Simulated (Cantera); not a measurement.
## Premixed flame

A freely propagating, adiabatic, planar premixed flame of 18.4 % CO, 12.3 % H₂, 1.58 % CH₄, 14.2 % O₂, 53.5 % N₂, unburnt at 575 K and 760 Torr; mixture-averaged transport, grid criteria slope 0.08 and curve 0.16, no radiation.

Detailed kinetics in Cantera: GRI-Mech 3.0 (53 species, 325 reactions). Burning velocities carry a grid error of a few per cent, more on coarse grids.

```csv
z (mm),T (K),u (m/s),x CO,x H₂,x CH₄,x HO₂,x NO₂,x O₂
-1.14,575,3.68,0.184,0.123,0.0158,<1e-8,<1e-8,0.142
-0.761,575,3.68,0.184,0.123,0.0158,<1e-8,<1e-8,0.142
-0.571,575,3.67,0.184,0.123,0.0158,1.02e-7,<1e-8,0.142
-0.381,575,3.67,0.184,0.122,0.0158,6.03e-6,<1e-8,0.143
-0.190,628,3.97,0.185,0.112,0.0159,0.000273,<1e-8,0.142
-0.0952,886,5.53,0.183,0.0902,0.0144,0.000154,<1e-8,0.133
0,1334,8.27,0.176,0.0548,0.00495,7.05e-5,<1e-8,0.0926
0.0952,1593,9.81,0.155,0.0288,0.000196,2.58e-5,<1e-8,0.0502
0.190,1710,10.4,0.134,0.0233,2.55e-6,1.50e-5,<1e-8,0.0338
0.381,1844,11.1,0.113,0.0246,<1e-8,9.07e-6,<1e-8,0.0242
0.761,1981,11.8,0.105,0.0250,<1e-8,6.11e-6,<1e-8,0.0193
1.52,2118,12.5,0.103,0.0232,<1e-8,4.12e-6,<1e-8,0.0157
3.05,2248,13.1,0.0993,0.0208,<1e-8,2.63e-6,<1e-8,0.0118
```
x: mole fraction of selected species; z is measured from the peak of heat release.

```
Property                     Value
------------------------  --------
laminar burning velocity  368 cm/s
thermal thickness         0.381 mm
peak x(HO₂)               0.000274
grid points                    159
```
